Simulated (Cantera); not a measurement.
Feed: 1 mol SiH2Cl2, 0.028 mol C3H8, 1500 mol H2, equilibrated at 0.390 bar.

Method: chemical equilibrium by Gibbs-energy minimisation in Cantera with the NASA 1993 tables (ideal gas, pure condensed phases). Candidate condensed phases: C, C6H6, C7H8, C8H18, Si, SiC; 109 gas species. Mutual solubility and eutectic melting of coexisting phases are not modelled. Gases not in the tables: Si2H6 and higher silanes. The numbers say what is thermodynamically allowed, not how fast it happens.

x: gas mole fraction; n: condensed amount in mol.

```csv
T (K),x H2,x H,x HCl,x Si,x SiH2,x SiH,x Cl,n Si(l),n SiC(s)
1700,0.998,0.000236,0.00132,1.74e-6,___,1.68e-6,2.42e-7,0.888,0.0744
1800,0.998,0.000573,0.00132,8.14e-6,___,5.80e-6,5.79e-7,0.851,0.0726
1900,0.997,0.00127,0.00132,3.23e-5,___,1.75e-5,1.27e-6,0.756,0.0691
2000,0.996,0.00260,0.00132,0.000112,___,4.72e-5,2.56e-6,0.519,0.0582
2100,0.993,0.00497,0.00131,0.000325,___,0.000110,4.83e-6,0,0.0171
2200,0.989,0.00897,0.00131,0.000400,___,0.000110,8.64e-6,0,0
2300,0.983,0.0154,0.00130,0.000455,___,0.000103,1.47e-5,0,0
2400,0.973,0.0251,0.00129,0.000494,___,9.42e-5,2.37e-5,0,0
```

Q: What belongs in the gaps?

A: 
- 1700, x SiH2: 1.42e-5
- 1800, x SiH2: 2.99e-5
- 1900, x SiH2: 5.82e-5
- 2000, x SiH2: 0.000106
- 2100, x SiH2: 0.000172
- 2200, x SiH2: 0.000125
- 2300, x SiH2: 8.73e-5
- 2400, x SiH2: 6.05e-5
